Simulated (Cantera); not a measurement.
Input: 1 mol CuO, 0.51 mol F2, 3 mol HF, equilibrated at 40.0 Pa.

These are equilibrium values from Cantera (NASA tables, ideal gas, pure condensed phases), not measurements of a reactor. Candidate condensed phases: Cu, CuF2, CuO, Cu(OH)2, Cu2O, H2O; 27 gas species. Equilibrium is a limit: real reactors are often held back by kinetics, nucleation or transport.

Q: At 1350 °C, list the 6 most abundant gas species with their mole fractions, and the condensed phases.

A: HF 0.665, CuF 0.217, O2 0.111, CuF2 0.00383, F 0.00189, Cu 0.00127. Condensed: gas only.
